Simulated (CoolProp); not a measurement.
n-dodecane along the isotherm 158.05 °C: fugacity coefficient from the reference equation and from simpler models built on Tc = 385.0 °C, pc = 18.18 bar, ω = 0.574; each cubic takes its own stable root.

Values from CoolProp's reference Helmholtz-energy equation of state, Lemmon 2004. It is a short technical equation, of lower accuracy than the large ones.

| p (bar) | phase | reference | Redlich-Kwong | Peng-Robinson |
|---|---|---|---|---|
| 0.0862 | gas | 0.9906 | 0.9948 | 0.9930 |
| 0.127 | gas | 0.9862 | 0.9923 | 0.9897 |
| 0.186 | gas | 0.9798 | 0.9888 | 0.9849 |
| 0.273 | liquid | 0.7157 | 0.9835 | 0.7397 |
| 0.4 | liquid | 0.4889 | 0.9759 | 0.5054 |
| 0.587 | liquid | 0.3336 | 0.9646 | 0.3449 |
| 0.862 | liquid | 0.2276 | 0.9481 | 0.2354 |
| 1.27 | liquid | 0.1550 | 0.6631 | 0.1603 |
| 1.86 | liquid | 0.1063 | 0.4554 | 0.1099 |
| 2.73 | liquid | 0.07288 | 0.3129 | 0.07543 |
| 4 | liquid | 0.05020 | 0.2162 | 0.05200 |
| 5.87 | liquid | 0.03469 | 0.1500 | 0.03597 |
| 8.62 | liquid | 0.02410 | 0.1049 | 0.02503 |
| 12.7 | liquid | 0.01686 | 0.07404 | 0.01755 |
| 18.6 | liquid | 0.01202 | 0.05349 | 0.01255 |
| 27.3 | liquid | 0.008728 | 0.03959 | 0.009161 |

At some of these states Redlich-Kwong gives the other phase, because its saturation line lies elsewhere.
